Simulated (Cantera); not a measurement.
**Fluorocarbon and chlorocarbon gases: c-C₄F₈ + Si**

Charge: 1 mol c-C₄F₈, 0.43 mol Si, equilibrated at 750 Torr.

Equilibrium computed with Cantera from the NASA thermochemical tables; the gas is ideal and each condensed phase is pure. Candidate condensed phases: C, Si, SiC; 23 gas species. The feed counts by its element totals alone. The tables' values for SiF₃, C₂F₄ are old estimates; treat these amounts as uncertain. Gases not in the tables: C₂F₆ and larger saturated fluorocarbons. Rates play no part.

| T (K) | x CF₄ | x CF₂ | x SiF₄ | x F | x CF₃ | x CF | x SiF₃ | x C₂F₄ | n C(graphite) |
|---|---|---|---|---|---|---|---|---|---|
| 1998 | 0.773 | 0.00964 | 0.214 | 0.00104 | 0.00236 | 4.78e-6 | 6.13e-6 | 4.54e-6 | 2.42 |
| 2098 | 0.760 | 0.0210 | 0.212 | 0.00257 | 0.00444 | 1.89e-5 | 1.41e-5 | 9.87e-6 | 2.41 |
| 2198 | 0.735 | 0.0423 | 0.209 | 0.00583 | 0.00777 | 6.56e-5 | 2.97e-5 | 1.96e-5 | 2.39 |
| 2298 | 0.692 | 0.0787 | 0.204 | 0.0122 | 0.0127 | 0.000202 | 5.86e-5 | 3.57e-5 | 2.35 |
| 2398 | 0.625 | 0.136 | 0.195 | 0.0238 | 0.0191 | 0.000560 | 0.000108 | 5.89e-5 | 2.28 |
| 2498 | 0.530 | 0.215 | 0.183 | 0.0432 | 0.0264 | 0.00140 | 0.000189 | 8.70e-5 | 2.18 |
| 2598 | 0.411 | 0.313 | 0.167 | 0.0730 | 0.0329 | 0.00318 | 0.000313 | 0.000112 | 2.05 |
| 2698 | 0.281 | 0.412 | 0.149 | 0.115 | 0.0363 | 0.00656 | 0.000502 | 0.000123 | 1.88 |
x: gas mole fraction; n: condensed amount in mol.

From 1998 K to 2698 K the condensed part is C(graphite). The main Si-bearing gas is SiF₄ throughout.
